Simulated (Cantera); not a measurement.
Feed: 1 mol SiC, 0.026 mol N2O, 4.9 mol N2, 0.0028 mol O2, at 2.00 bar.

Cantera equilibrium calculation (NASA polynomials, part measured and part estimated; ideal gas, pure solids and liquids). Candidate condensed phases: C, Si, SiC, SiO2, Si2N2O, Si3N4; 34 gas species. Mutual solubility and eutectic melting of coexisting phases are not modelled. Kinetics and transport are ignored.

Question: Which condensed phases are stable at each of these points (T (°C)): 1577, 1602, 1627, 1652, 1677, 1702, 1727, 1752?

Answer: 
```tsv
T (°C)	condensed phases	Si condensed (%)
1577	SiC(s) + Si2N2O(s) + Si3N4(s)	100.0
1602	SiC(s) + Si2N2O(s) + Si3N4(s)	99.9
1627	SiC(s) + Si3N4(s)	99.9
1652	SiC(s) + Si3N4(s)	99.9
1677	SiC(s) + Si3N4(s)	99.8
1702	SiC(s) + Si3N4(s)	99.8
1727	SiC(s) + Si3N4(s)	99.7
1752	SiC(s) + Si3N4(s)	99.6
```

From 1577 °C to 1602 °C the condensed part is SiC(s) + Si2N2O(s) + Si3N4(s). From 1627 °C to 1752 °C the condensed part is SiC(s) + Si3N4(s).
